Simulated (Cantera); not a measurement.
Thermodynamics of silicon epitaxy and polysilicon growth, feed SiH₂Cl₂ + Cl₂ + H₂

Input: 1 mol SiH₂Cl₂, 0.17 mol Cl₂, 330 mol H₂, held at 1198 K and 10000 Pa.

These are equilibrium values from Cantera (NASA tables, ideal gas, pure condensed phases), not measurements of a reactor. Candidate condensed phases: Si; 19 gas species. Equilibrium is a limit: real reactors are often held back by kinetics, nucleation or transport.

The x(H₂) is 0.993. The x(HCl) is 0.00674, the x(SiCl₂) comes out as 0.000108 and the x(SiHCl₃) comes out as 1.45e-5. The x(SiH₂Cl₂) comes out as 7.54e-6, the x(SiCl₃) is 6.67e-6 and the x(SiCl₄) is 3.66e-6. The x(SiH₃Cl) is 1.07e-6. The n(Si(s)) is 0.953 mol. The gas amount is 332.2 mol.
